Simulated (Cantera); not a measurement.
A perfectly stirred reactor is fed with H2 : O2 : N2 = 0.015 : 1 : 0.33 (molar parts), equivalence ratio 0.0075, at 0.0263 atm; it is held at 1023 K, and followed from long to short residence time.

Computed with Cantera and the H2/O2 subset of GRI-Mech 3.0, which has no nitrogen chemistry. Radical loss at walls, strong at low pressure, is not modelled.

x: mole fraction; the columns are a selection and need not sum to one.

```tsv
τ (s)	x H2	x O2	x OH	x H	x H2O2
4.3	5.98e-5	0.742	7.19e-5	3.70e-6	3.40e-8
2.2	8.69e-5	0.742	9.25e-5	7.15e-6	4.00e-8
1.2	0.000121	0.742	0.000117	1.29e-5	4.65e-8
0.60	[?]	0.742	[?]	[?]	[?]
0.31	0.000253	0.741	0.000200	4.70e-5	6.68e-8
0.16	[?]	0.741	[?]	[?]	[?]
0.084	0.000520	0.741	0.000338	0.000152	9.79e-8
0.043	0.000761	0.740	0.000441	0.000265	1.20e-7
0.023	0.00110	0.740	0.000558	0.000424	1.45e-7
0.012	0.00162	0.739	0.000697	0.000641	1.76e-7
0.0061	0.00247	0.739	0.000843	0.000878	2.10e-7
```

Q: Some entries are withheld; supply them.

A: 
- 0.60, x H2: 0.000177
- 0.60, x OH: 0.000153
- 0.60, x H: 2.52e-5
- 0.60, x H2O2: 5.58e-8
- 0.16, x H2: 0.000364
- 0.16, x OH: 0.000261
- 0.16, x H: 8.63e-5
- 0.16, x H2O2: 8.08e-8
